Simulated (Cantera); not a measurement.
**Thermodynamics of sublimation and decomposition of ceramics, feed SiC + N2**

Feed: 1 mol SiC, 0.029 mol N2, at 2573.15 K and 3.50 Pa.

These are equilibrium values from Cantera (NASA tables, ideal gas, pure condensed phases), not measurements of a reactor. Candidate condensed phases: C, Si, SiC, Si3N4; 20 gas species. The tables' values for SiN are old estimates; treat these amounts as uncertain. Rates play no part.

```
Item                                  Value
--------------------------------  ---------
x(Si)                                 0.690
x(SiC2)                               0.220
x(C3)                                0.0429
x(N2)                                0.0240
x(C)                                 0.0126
x(CN)                               0.00487
x(C2)                               0.00400
x(Si2C)                             0.00125
x(SiC)                             0.000453
n(C(graphite))                    0.347 mol
gas amount                        1.096 mol
log10 activity of Si(l) (absent)      -2.52
```
